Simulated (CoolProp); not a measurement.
Values from CoolProp's reference Helmholtz-energy equation of state, Zhou 2012.

Problem. For o-xylene, give the phase and the Z, Joule-Thomson coefficient (K/MPa) at 620 K and 131 bar; 620 K and 168 bar.

Solution. 
- 620 K and 131 bar: liquid; Z 0.463, Joule-Thomson coefficient 0.227
- 620 K and 168 bar: liquid; Z 0.575, Joule-Thomson coefficient 0.0926
